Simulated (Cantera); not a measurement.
Charge: 1 mol SiCl4, a varied amount of H2, equilibrated at 13300 Pa.

Cantera equilibrium calculation (NASA polynomials, part measured and part estimated; ideal gas, pure solids and liquids). Candidate condensed phases: Si; 19 gas species. The tables' values for SiCl3 are old estimates. Kinetics and transport are ignored.

Stable condensed phases, one row left out:

```
T in °C \ n(H2) in mol
         13 20 27 35 42 50 57 64
   1352   A  B  B  B  B  B  B  B
   1277   A  B  B  B  B  B  B  B
   1127   B  B  B  B  B  B  B  B
   1052   B  B  B  B  B  B  B  B
    977   B  B  B  B  B  B  B  B
    902   B  B  B  B  B  B  B  B
    827   B  B  B  B  B  B  B  B
    752   A  B  B  B  B  B  B  B
    677   A  A  A  A  A  A  A  B
```

A: gas only; B: Si.

Problem. Give the row for 1202 °C.

Solution. 13: Si; 20: Si; 27: Si; 35: Si; 42: Si; 50: Si; 57: Si; 64: Si.
